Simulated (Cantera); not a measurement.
Cantera run:

```python
import numpy as np
import cantera as ct

gas_names = """
    Br Br2 H HBr HO2 H2 H2O H2O2 Mg MgBr MgBr2 MgH MgO MgOH MgO2H2 Mg2 O OH O2 O3
""".split()
cond_names = """
    Br2(cr) Br2(L) H2O(s) H2O(L) Mg(cr) Mg(L) MgBr2(s) MgBr2(L) MgO(s) MgO(L) MgO2H2(s)
""".split()


def load(file, names, dense=False):
    # The tables refer to 1 bar. Condensed volumes are neglected.
    table = {s.name: s for s in ct.Species.list_from_file(file)}
    out = []
    for n in names:
        d = dict(table[n].input_data)
        d["thermo"] = dict(d["thermo"], **{"reference-pressure": 1e5})
        if dense:
            d["equation-of-state"] = {"model": "constant-volume", "density": "1e6 g/cm^3"}
        out.append(ct.Species.from_dict(d))
    return out


gas = ct.Solution(thermo="ideal-gas", species=load("nasa_gas.yaml", gas_names))
cond = {s.name: ct.Solution(thermo="fixed-stoichiometry", species=[s], name=s.name)
        for s in load("nasa_condensed.yaml", cond_names, dense=True)}
atoms = {
    'MgO': {'Mg': 1, 'O': 1},
    'HBr': {'H': 1, 'Br': 1},
    'O2': {'O': 2},
}
top_T = {}  # K; cautious upper limits of use, not melting points


def equilibrate(T, P, feed):
    n = {}
    for name, mol in feed.items():
        for a, k in atoms[name].items():
            n[a] = n.get(a, 0.0) + k * mol
    gas.TPX = T, P, n
    mass = sum(n.values()) * gas.mean_molecular_weight
    gas.equilibrate("TP")
    valid = [c for c in cond.values() if c.min_temp <= T <= top_T.get(c.name, c.max_temp)]
    mix = ct.Mixture([(gas, mass / gas.mean_molecular_weight)] + [(c, 0.0) for c in valid])
    mix.T, mix.P = T, P
    mix.equilibrate("TP", solver="vcs", rtol=1e-11, max_steps=5000)
    return mix


results = []
feed = {'MgO': 1, 'HBr': 31, 'O2': 2.3}  # mol
P = 410  # Pa
for T in [673, 723, 773, 823, 873, 923, 973, 1023]:
    mix = equilibrate(T, P, feed)
    results.append((T, P, feed, dict(zip(mix.species_names, mix.species_moles))))
    x = sorted(zip(gas.X, gas.species_names), reverse=True)
    print(f"T = {T:g} K  P = {P:g} Pa  gas = {mix.phase_moles(0):.4g} mol")
    print("   x: " + "  ".join(f"{s} {v:.3e}" for v, s in x if v > 1e-05))
    print("   condensed (mol): " + ("  ".join(f"{mix.phase(i).name} {mix.phase_moles(i):.4g}"
          for i in range(1, mix.n_phases) if mix.phase_moles(i) > 1e-12) or "none"))
```

Output:

```
T = 673 K  P = 410 Pa  gas = 31 mol
   x: HBr 7.032e-01  H2O 1.484e-01  Br2 1.483e-01  Br 1.150e-04
   condensed (mol): MgO(s) 1
T = 723 K  P = 410 Pa  gas = 31.01 mol
   x: HBr 7.031e-01  H2O 1.484e-01  Br2 1.482e-01  Br 3.827e-04
   condensed (mol): MgO(s) 0.9999
T = 773 K  P = 410 Pa  gas = 31.02 mol
   x: HBr 7.028e-01  H2O 1.483e-01  Br2 1.478e-01  Br 1.091e-03  MgBr2 1.215e-05
   condensed (mol): MgO(s) 0.9996
T = 823 K  P = 410 Pa  gas = 31.04 mol
   x: HBr 7.022e-01  H2O 1.482e-01  Br2 1.468e-01  Br 2.734e-03  MgBr2 3.961e-05
   condensed (mol): MgO(s) 0.9988
T = 873 K  P = 410 Pa  gas = 31.1 mol
   x: HBr 7.008e-01  H2O 1.480e-01  Br2 1.449e-01  Br 6.150e-03  MgBr2 1.121e-04
   condensed (mol): MgO(s) 0.9965
T = 923 K  P = 410 Pa  gas = 31.2 mol
   x: HBr 6.982e-01  H2O 1.477e-01  Br2 1.412e-01  Br 1.259e-02  MgBr2 2.812e-04
   condensed (mol): MgO(s) 0.9912
T = 973 K  P = 410 Pa  gas = 31.37 mol
   x: HBr 6.936e-01  H2O 1.473e-01  Br2 1.348e-01  Br 2.370e-02  MgBr2 6.359e-04
   condensed (mol): MgO(s) 0.9801
T = 1023 K  P = 410 Pa  gas = 31.65 mol
   x: HBr 6.861e-01  H2O 1.466e-01  Br2 1.247e-01  Br 4.122e-02  MgBr2 1.312e-03
   condensed (mol): MgO(s) 0.9585
```

Equilibrium computed with Cantera from the NASA thermochemical tables; the gas is ideal and each condensed phase is pure.
